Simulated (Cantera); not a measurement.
Input (Python, Cantera):

```python
import numpy as np
import cantera as ct

gas = ct.Solution("gri30.yaml")
gas.TPX = 1098, 63000, {'CO': 0.0075, 'O2': 0.041, 'H2O': 0.029, 'N2': 1}
reactor = ct.IdealGasConstPressureReactor(gas, energy="off", clone=False)
net = ct.ReactorNet([reactor])
net.rtol, net.atol = 1e-08, 1e-18
show = ['CO', 'O2', 'H2O', 'OH', 'NO2', 'H2', 'H']
times = np.geomspace(8e-06, 80, 9)

steps = ct.SolutionArray(gas, extra=["t"])
rows = []
print(f"{'t/s':>10s}{'T/K':>9s}{'P/Pa':>11s}" + "".join(f"{s:>11s}" for s in show))
for t in times:
    while net.time < t:
        t_next = net.step()
        steps.append(gas.state, t=t_next)
    rows.append([np.interp(t, steps.t, y) for y in (steps.T, steps.P, *steps(*show).X.T)])
    print(f"{t:10.3e}{rows[-1][0]:9.1f}{rows[-1][1]:11.4g}" + "".join(f"{x:11.3e}" for x in rows[-1][2:]))
rate = np.gradient(steps.T, steps.t)
print("integrator steps:", len(steps.t))
if steps.T.max() > steps.T[0] + 200:
    print(f"time of steepest temperature rise: {steps.t[rate.argmax()]:.4e} s")
gas.TPX = 1098, 63000, {'CO': 0.0075, 'O2': 0.041, 'H2O': 0.029, 'N2': 1}
gas.equilibrate("TP")
print(f"equilibrium (TP): T = {gas.T:.1f} K  " + "  ".join(f"{s} {gas[s].X[0]:.3e}" for s in show))
```

It prints:

```
       t/s      T/K       P/Pa         CO         O2        H2O         OH        NO2         H2          H
 8.000e-06   1098.0    6.3e+04  6.961e-03  3.805e-02  2.691e-02  2.520e-13  1.646e-32  3.404e-17  9.472e-15
 5.999e-05   1098.0    6.3e+04  6.961e-03  3.805e-02  2.691e-02  6.571e-12  1.105e-29  2.701e-14  1.042e-12
 4.499e-04   1098.0    6.3e+04  6.961e-03  3.805e-02  2.691e-02  2.295e-10  3.537e-26  1.433e-11  6.556e-11
 3.374e-03   1098.0    6.3e+04  6.959e-03  3.805e-02  2.691e-02  2.926e-07  5.043e-18  5.753e-08  8.792e-08
 2.530e-02   1098.0    6.3e+04  1.384e-03  3.535e-02  2.694e-02  3.412e-05  1.553e-10  2.383e-05  4.340e-06
 1.897e-01   1098.0    6.3e+04  3.098e-05  3.470e-02  2.700e-02  6.737e-06  6.203e-10  4.182e-07  1.995e-08
 1.423e+00   1098.0    6.3e+04  2.648e-07  3.469e-02  2.701e-02  1.071e-06  1.571e-10  5.500e-09  4.406e-11
 1.067e+01   1098.0    6.3e+04  2.672e-10  3.469e-02  2.701e-02  3.141e-07  7.303e-11  3.243e-10  8.463e-13
 8.000e+01   1098.0    6.3e+04  6.207e-11  3.469e-02  2.701e-02  2.526e-07  9.315e-11  2.380e-10  5.055e-13
integrator steps: 1566
equilibrium (TP): T = 1098.0 K  CO 6.006e-11  O2 3.467e-02  H2O 2.701e-02  OH 2.456e-07  NO2 3.446e-07  H2 2.307e-10  H 4.764e-13
```

Computed with Cantera and GRI-Mech 3.0 (53 species, 325 reactions).
